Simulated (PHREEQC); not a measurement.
Consider water at 20 °C with 0.19 mol LiOH per kg of water. Closed to the air; pH follows from the charge balance.

Equilibrium calculation in PHREEQC: Pitzer model, pitzer.dat.

The pH comes out as 13.27 and the ionic strength is 0.190 mol/kgw. The activity of water is 0.994 and the specific conductance is 31700 µS/cm. The density comes out as 1.004 g/cm³ and the osmotic coefficient is 0.903. The total alkalinity comes out as 190 meq/kg.

```
species  molality  activity   log γ
-------  --------  --------  ------
OH-         0.190     0.128  -0.172
Li+         0.190     0.140  -0.133
```

No solid was allowed to form.
